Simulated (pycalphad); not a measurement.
Computed with pycalphad from the COST 507 light-alloy database (1999), at 1 atm. The database dates from 1999; later assessments differ in places, in temperatures and in the compounds included. Amounts are mole fractions of atoms.

Question: Give the equilibrium state of Si-63.07Al (wt.%) at 1050 K.

Answer: liquid, fraction 0.862, with 73.5 Al wt.%; diamond (Si), fraction 0.138, with <0.01 Al wt.%.

Question: Give the equilibrium state of Si-63.07Al (wt.%) at 550 K.

Answer: fcc, fraction 0.640, with 99.96 Al wt.%; diamond (Si), fraction 0.360, with <0.01 Al wt.%.
